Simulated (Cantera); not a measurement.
An adiabatic, constant-volume homogeneous reactor starts with C₃H₈ : O₂ : N₂ = 1 : 3.57 : 13.4 (molar parts), equivalence ratio 1.4, at 1600 K and 5.33 atm. Integrator tolerance rtol = 1e-08.

Cantera simulation using GRI-Mech 3.0 (53 species, 325 reactions); the numbers are that mechanism's predictions, not measurements. GRI-Mech 3.0 was tuned for natural gas; its chemistry of propane as a main component is partial and can be far from experiment. Above 3000 K some thermodynamic fits are extrapolated.

**Question.** What does this change do: initial temperature 1600 to 1725 K?

**Answer.** 
```tsv
quantity	before	after
time of steepest temperature rise	10.8 µs	4.67 µs
temperature at 0.200 s	3175 K	3219 K
equilibrium temperature	3175 K	3219 K
x(C₃H₈) at 0.200 s	<1e-12 (gas-phase equilibrium <1e-12)	<1e-12 (gas-phase equilibrium <1e-12)
x(O₂) at 0.200 s	0.00354 (gas-phase equilibrium 0.00354)	0.00431 (gas-phase equilibrium 0.00431)
x(O) at 0.200 s	0.00338 (gas-phase equilibrium 0.00338)	0.00439 (gas-phase equilibrium 0.00439)
x(H₂O₂) at 0.200 s	5.94e-7 (gas-phase equilibrium 5.94e-7)	6.51e-7 (gas-phase equilibrium 6.51e-7)
x(CH₄) at 0.200 s	5.07e-12 (gas-phase equilibrium 6.05e-12)	4.59e-12 (gas-phase equilibrium 5.52e-12)
x(CO₂) at 0.200 s	0.0368 (gas-phase equilibrium 0.0368)	0.0346 (gas-phase equilibrium 0.0346)
x(C₂H₆) at 0.200 s	<1e-12 (gas-phase equilibrium <1e-12)	<1e-12 (gas-phase equilibrium <1e-12)
```

**Question.** What does this change do: constant pressure in place of constant volume?

**Answer.** 
```json
[
 {"quantity": "time of steepest temperature rise", "before": "10.8 µs", "after": "12.5 µs"},
 {"quantity": "temperature at 0.200 s", "before": "3175 K", "after": "2933 K"},
 {"quantity": "equilibrium temperature", "before": "3175 K", "after": "2933 K"},
 {"quantity": "x(C₃H₈) at 0.200 s", "before": "<1e-12 (gas-phase equilibrium <1e-12)", "after": "<1e-12 (gas-phase equilibrium <1e-12)"},
 {"quantity": "x(O₂) at 0.200 s", "before": "0.00354 (gas-phase equilibrium 0.00354)", "after": "0.00213 (gas-phase equilibrium 0.00213)"},
 {"quantity": "x(O) at 0.200 s", "before": "0.00338 (gas-phase equilibrium 0.00338)", "after": "0.00179 (gas-phase equilibrium 0.00179)"},
 {"quantity": "x(H₂O₂) at 0.200 s", "before": "5.94e-7 (gas-phase equilibrium 5.94e-7)", "after": "2.28e-7 (gas-phase equilibrium 2.28e-7)"},
 {"quantity": "x(CH₄) at 0.200 s", "before": "5.07e-12 (gas-phase equilibrium 6.05e-12)", "after": "1.40e-12 (gas-phase equilibrium 1.66e-12)"},
 {"quantity": "x(CO₂) at 0.200 s", "before": "0.0368 (gas-phase equilibrium 0.0368)", "after": "0.0423 (gas-phase equilibrium 0.0423)"},
 {"quantity": "x(C₂H₆) at 0.200 s", "before": "<1e-12 (gas-phase equilibrium <1e-12)", "after": "<1e-12 (gas-phase equilibrium <1e-12)"}
]
```
